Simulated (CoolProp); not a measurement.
Values from CoolProp's reference Helmholtz-energy equation of state, Thol 2021.

Give the vapour pressure (kPa), liquid density (kg/m³), vapour density (kg/m³), enthalpy of vaporisation (kJ/kg) of saturated chlorine at 263.1 K.


```tsv
T (K)	p (kPa)	liquid density (kg/m³)	vapour density (kg/m³)	enthalpy of vaporisation (kJ/kg)
263.1	261	1500	8.92	273
```
